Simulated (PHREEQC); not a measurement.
## Arsenic or selenium liquor: an equilibrium model

Dissolve 0.035 mol H3AsO4, 0.0046 mol HCl and 0.0088 mol FeCl3 per kg of water at 10 °C. Closed to the air; pH follows from the charge balance.

Equilibrium calculation in PHREEQC: ion-association model, wateq4f.dat.

No solid was allowed to form.

### Question
What pH does the model give?

### Answer
pH 1.84.

### Question
In which forms is Cl present?

### Answer
Cl- 95 %, FeCl+2 4.6 %, FeCl2+ 0.9 % of the Cl.

The solution is supersaturated, for example in Hematite (slow to form), Goethite (slow to form), so a real one may precipitate; this is no full list. The database's scorodite may be far more soluble than the real mineral, and it has no iron arsenate complexes; the constant wasn't checked at its source. Away from 25 °C the constants follow the database's enthalpies or fits; those with neither stay at their 25 °C values.
